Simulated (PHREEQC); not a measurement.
PHREEQC input (ion-association model, wateq4f.dat):

```
SOLUTION_MASTER_SPECIES
  An  An-  0  An  62.0  # stands for a non-complexing anion
SOLUTION_SPECIES
  An- = An-
    -log_k 0
    -gamma 3.0 0
PHASES
  Fix_H+
    H+ = H+
    -log_k 0
SOLUTION 1
  temp 25
  units mmol/kgw
  pH 7 charge
  Na 5
  An 5
END
SELECTED_OUTPUT 1
  -reset false
  -pH true
  -pe true
  -ionic_strength true
  -water true
  -totals Na
  -molalities Hfo_wOH Hfo_wOH2+ Hfo_wO- Hfo_sOH Hfo_sOH2+ Hfo_sO-
USER_PUNCH 1
  -headings sigma psi
  10 PUNCH EDL("sigma", "Hfo"), EDL("psi", "Hfo")
PRINT
  -reset false
USE solution 1
SURFACE 1
  Hfo_wOH 0.00382022 600 1.7
  Hfo_sOH 9.55056e-05
EQUILIBRIUM_PHASES 1
  Fix_H+ -4 HAn 10
    -force_equality true
  O2(g) -0.68 10
END
# ... the last block is repeated for the other 16 points of pH, with NaOH or the acid as the point needs
```

Selected output (columns that matter, 17 of 17 rows; pH added in front):

```
pH	mu	Na	m_Hfo_wOH	m_Hfo_wOH2+	m_Hfo_wO-	m_Hfo_sOH	m_Hfo_sOH2+	m_Hfo_sO-	sigma	psi
4	0.0061162	0.005	0.00178	0.002004	3.622e-05	4.45e-05	5.01e-05	9.0551e-07	0.19081	0.19158
4.38	0.0058287	0.005	0.0021573	0.0015962	6.6791e-05	5.3931e-05	3.9904e-05	1.6698e-06	0.1483	0.17988
4.75	0.005617	0.005	0.0024395	0.0012737	0.00010704	6.0988e-05	3.1842e-05	2.676e-06	0.11313	0.16695
5.12	0.0054538	0.005	0.0026394	0.0010252	0.00015567	6.5984e-05	2.563e-05	3.8917e-06	0.084313	0.15266
5.5	0.005325	0.005	0.0027723	0.0008377	0.00021019	6.9308e-05	2.0943e-05	5.2546e-06	0.060848	0.13664
5.88	0.0052277	0.005	0.0028509	0.00070543	0.00026393	7.1271e-05	1.7636e-05	6.5983e-06	0.042811	0.11929
6.25	0.0051572	0.005	0.0028928	0.0006165	0.00031095	7.2319e-05	1.5413e-05	7.7737e-06	0.029629	0.10124
6.62	0.0051055	0.005	0.0029144	0.0005556	0.00035022	7.286e-05	1.389e-05	8.7555e-06	0.019915	0.082214
7	0.0050671	0.005	0.0029251	0.00051288	0.00038219	7.3129e-05	1.2822e-05	9.5548e-06	0.012673	0.061885
7.38	0.005039	0.005	0.00293	0.0004831	0.0004071	7.3251e-05	1.2078e-05	1.0177e-05	0.00737	0.040985
7.75	0.0050178	0.005	0.002932	0.00046148	0.00042675	7.33e-05	1.1537e-05	1.0669e-05	0.0033678	0.020291
8.12	0.0050019	0.0050024	0.0029325	0.00044338	0.00044432	7.3313e-05	1.1085e-05	1.1108e-05	-9.1135e-05	-0.00056436
8.5	0.0050228	0.0050422	0.0029319	0.00042526	0.00046306	7.3297e-05	1.0632e-05	1.1577e-05	-0.0036657	-0.021977
8.88	0.0050498	0.0050913	0.0029297	0.00040472	0.00048583	7.3242e-05	1.0118e-05	1.2146e-05	-0.0078656	-0.043204
9.25	0.0050889	0.0051586	0.0029245	0.00037984	0.00051583	7.3113e-05	9.4961e-06	1.2896e-05	-0.013186	-0.063507
9.62	0.0051531	0.0052612	0.0029134	0.00034797	0.00055882	7.2836e-05	8.6992e-06	1.397e-05	-0.020445	-0.083241
10	0.0052712	0.0054341	0.0028895	0.00030638	0.0006243	7.2238e-05	7.6594e-06	1.5608e-05	-0.030828	-0.10266
```
